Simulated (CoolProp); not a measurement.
Properties of sulfur hexafluoride along the isotherm 189.65 °C (Tc = 45.6 °C, pc = 3.755 MPa, ω = 0.210).

Computed with CoolProp (reference Helmholtz-energy equation of state, Guder 2009).

```csv
p (MPa),phase,cp (kJ/(kg K)),cv (kJ/(kg K)),speed of sound (m/s),Joule-Thomson coefficient (K/MPa),conductivity (mW/(m K))
1.17,gas,0.8669,0.7994,…,…,26.2
2.35,gas,0.8827,0.8027,…,3.014,27.4
3.52,gas,0.9002,0.8059,158.7,3.007,28.4
4.69,supercritical,0.9195,0.8089,156.5,2.973,29.4
5.87,supercritical,0.9403,0.8117,155.0,2.906,30.5
7.04,supercritical,0.9617,0.8142,154.4,2.804,…
8.21,supercritical,0.9831,…,154.8,2.666,33.0
9.39,supercritical,1.004,0.8183,156.3,2.495,34.6
```

**Question.** What belongs in the gaps?

**Answer.** 
- 1.17, speed of sound (m/s): 164.6
- 1.17, Joule-Thomson coefficient (K/MPa): 2.998
- 2.35, speed of sound (m/s): 161.4
- 7.04, conductivity (mW/(m K)): 31.7
- 8.21, cv (kJ/(kg K)): 0.8164

Thermal conductivity comes from a separate model (Assael 2012).
